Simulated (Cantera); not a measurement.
Input: 1 mol SiO2, 2.4 mol H2, equilibrated at 1.33 mbar.

Cantera equilibrium calculation (NASA polynomials, part measured and part estimated; ideal gas, pure solids and liquids). Candidate condensed phases: H2O, Si, SiO2; 18 gas species. The tables hold silica as quartz up to 1696 K and as liquid above; real silica turns to tridymite and cristobalite and melts near 1996 K. The numbers say what is thermodynamically allowed, not how fast it happens.

Question: What share of the Si ends up in condensed phases as a function of T (°C), at 1600, 1650, 1700, 1750, 1800, 1850, 1900, 1950, 2000?

Answer: 
```
T (°C)  Si condensed (%)               as
------  ----------------  ---------------
1600                80.8  SiO2(condensed)
1650                70.4  SiO2(condensed)
1700                55.7  SiO2(condensed)
1750                35.9          SiO2(l)
1800                10.5          SiO2(l)
1850                 0.0                -
1900                 0.0                -
1950                 0.0                -
2000                 0.0                -
```
